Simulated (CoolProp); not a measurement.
Vapour-liquid equilibrium of n-heptane (1) + p-xylene (2) at 1.78 bar; x and y are mole fractions of (1).

Values from CoolProp's multi-fluid Helmholtz-energy mixture model, Span 2003 and Zhou 2012; pair parameters Bell 2016.

Question: Give the bubble temperature and the first vapour's composition at x = 0.425, 0.875, 0.95. Is there an azeotrope?

Answer: x = 0.425: 135.6 °C, y = 0.668; x = 0.875: 121.8 °C, y = 0.943; x = 0.95: 120.0 °C, y = 0.977. No azeotrope shows between x = 0.05 and 0.95.

Pair parameters are fitted to limited data, so mixtures are less certain than the pure fluids.
